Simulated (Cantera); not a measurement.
Charge: 1 mol SiH₂Cl₂, 3.9 mol NH₃, 1.7 mol H₂, held at 0.190 bar.

These are equilibrium values from Cantera (NASA tables, ideal gas, pure condensed phases), not measurements of a reactor. Candidate condensed phases: NH₄Cl, Si, Si₃N₄; 28 gas species. The tables' values for SiCl₃, SiCl are old estimates; treat these amounts as uncertain. Gases not in the tables: Si₂H₆ and higher silanes. Kinetics and transport are ignored. All values below are at 1800 K.

Base state: H₂ 0.714, N₂ 0.137, HCl 0.118, SiCl₂ 0.0296, SiCl₃ 0.000912, H 0.000694, Cl 8.81e-5, SiHCl₃ 6.86e-5 (mole fractions); condensed: Si₃N₄(s).

Problem. What changes in the equilibrium state with this change: SiH₂Cl₂ replaced by SiHCl₃?

Solution. 
```tsv
species	before	after
H₂	0.714	0.639
HCl	0.118	0.154
N₂	0.137	0.151
SiCl₂	0.0296	0.0524
SiCl₄	4.54e-5	0.000152
SiCl₃	0.000912	0.00222
Si₃N₄(s), mol	0.220	0.127
```
